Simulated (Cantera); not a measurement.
## Transport properties of process gases

Gas mixture: 53.8 % N2, 46.2 % NO, at 100000 Pa, frozen composition.

Cantera's kinetic-theory transport with the Lennard-Jones parameters of GRI-Mech 3.0, ideal gas; thermal conductivity in the mixture-averaged form. The composition is frozen, though it would react at the higher temperatures.

```json
[
 {"T (K)": "400", "ρ (kg/m³)": "0.870", "cp (J/kg/K)": "1024", "μ (µPa s)": "22.7", "λ (mW/m/K)": "32.6", "Pr": "0.713", "D (cm²/s) NO": "0.343", "D (cm²/s) H2": "1.28", "D (cm²/s) O": "0.538"},
 {"T (K)": "500", "ρ (kg/m³)": "0.696", "cp (J/kg/K)": "1038", "μ (µPa s)": "26.6", "λ (mW/m/K)": "38.9", "Pr": "0.708", "D (cm²/s) NO": "0.503", "D (cm²/s) H2": "1.87", "D (cm²/s) O": "0.787"},
 {"T (K)": "600", "ρ (kg/m³)": "0.580", "cp (J/kg/K)": "1058", "μ (µPa s)": "30.1", "λ (mW/m/K)": "45.1", "Pr": "0.705", "D (cm²/s) NO": "0.686", "D (cm²/s) H2": "2.53", "D (cm²/s) O": "1.07"},
 {"T (K)": "700", "ρ (kg/m³)": "0.497", "cp (J/kg/K)": "1082", "μ (µPa s)": "33.3", "λ (mW/m/K)": "51.2", "Pr": "0.704", "D (cm²/s) NO": "0.889", "D (cm²/s) H2": "3.28", "D (cm²/s) O": "1.39"},
 {"T (K)": "800", "ρ (kg/m³)": "0.435", "cp (J/kg/K)": "1107", "μ (µPa s)": "36.4", "λ (mW/m/K)": "57.2", "Pr": "0.705", "D (cm²/s) NO": "1.11", "D (cm²/s) H2": "4.09", "D (cm²/s) O": "1.73"},
 {"T (K)": "900", "ρ (kg/m³)": "0.387", "cp (J/kg/K)": "1131", "μ (µPa s)": "39.4", "λ (mW/m/K)": "63.0", "Pr": "0.707", "D (cm²/s) NO": "1.35", "D (cm²/s) H2": "4.97", "D (cm²/s) O": "2.11"},
 {"T (K)": "1000", "ρ (kg/m³)": "0.348", "cp (J/kg/K)": "1152", "μ (µPa s)": "42.2", "λ (mW/m/K)": "68.6", "Pr": "0.708", "D (cm²/s) NO": "1.61", "D (cm²/s) H2": "5.92", "D (cm²/s) O": "2.52"},
 {"T (K)": "1100", "ρ (kg/m³)": "0.316", "cp (J/kg/K)": "1168", "μ (µPa s)": "44.9", "λ (mW/m/K)": "74.1", "Pr": "0.707", "D (cm²/s) NO": "1.89", "D (cm²/s) H2": "6.94", "D (cm²/s) O": "2.95"},
 {"T (K)": "1200", "ρ (kg/m³)": "0.290", "cp (J/kg/K)": "1182", "μ (µPa s)": "47.5", "λ (mW/m/K)": "79.5", "Pr": "0.707", "D (cm²/s) NO": "2.19", "D (cm²/s) H2": "8.01", "D (cm²/s) O": "3.41"}
]
```
D: mixture-averaged diffusion coefficient of that species in the mixture.
